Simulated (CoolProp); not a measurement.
R245ca at 387.3 K and 0.7 MPa is throttled through a valve to 0.273 MPa with no heat exchange. Each further row changes one setting.

Model: reference Helmholtz-energy equation of state, Zhou 2016, in CoolProp.

```csv
case,temperature change (K),final density (kg/m³)
as stated,-5.7,12.1
outlet pressure 0.0819 MPa,-8.2,3.53
outlet pressure 0.355 MPa,-4.7,15.9
```
